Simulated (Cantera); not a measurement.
What does this Cantera script print?

```python
import numpy as np
import cantera as ct

gas_names = """
    H HNO HNO2 HNO3 HO2 H2 H2O H2O2 N NH NH2 NH3 NH2OH NO NO2 NO3 N2 N2H2 N2H4 N2O O OH O2 O3 Si SiH
    SiH2 SiH3 SiH4 SiN SiO SiO2 Si2 Si2N Si3
""".split()
cond_names = """
    H2O(s) H2O(L) Si(cr) Si(L) SiO2(Lqz) SiO2(hqz) SiO2(L) Si2N2O(s) Si3N4(a)
""".split()


# ... load() reads the species with a 1 bar reference pressure and builds the phases ...
atoms = {
    'Si3N4': {'Si': 3, 'N': 4},
    'O2': {'O': 2},
    'H2': {'H': 2},
}
top_T = {'Si2N2O(s)': 2100, 'Si3N4(a)': 2400}  # K; cautious upper limits of use, not melting points


# ... equilibrate(T, P, feed) seeds the gas with the atoms and calls Mixture.equilibrate('TP', solver="vcs", rtol=1e-11, max_steps=5000) ...
results = []
feed = {'Si3N4': 1, 'O2': 0.19, 'H2': 81}  # mol
T = 1648.15  # K
P = 1000  # Pa
mix = equilibrate(T, P, feed)
results.append((T, P, feed, dict(zip(mix.species_names, mix.species_moles))))
x = sorted(zip(gas.X, gas.species_names), reverse=True)
print(f"T = {T:g} K  P = {P:g} Pa  gas = {mix.phase_moles(0):.4g} mol")
print("   x: " + "  ".join(f"{s} {v:.3e}" for v, s in x if v > 0.0001))
print("   condensed (mol): " + ("  ".join(f"{mix.phase(i).name} {mix.phase_moles(i):.4g}"
      for i in range(1, mix.n_phases) if mix.phase_moles(i) > 1e-12) or "none"))
```

Result:

```
T = 1648.15 K  P = 1000 Pa  gas = 83.42 mol
   x: H2 9.706e-01  N2 2.397e-02  SiO 4.555e-03  H 8.786e-04
   condensed (mol): Si(cr) 2.617
```

Cantera equilibrium calculation (NASA polynomials, part measured and part estimated; ideal gas, pure solids and liquids).
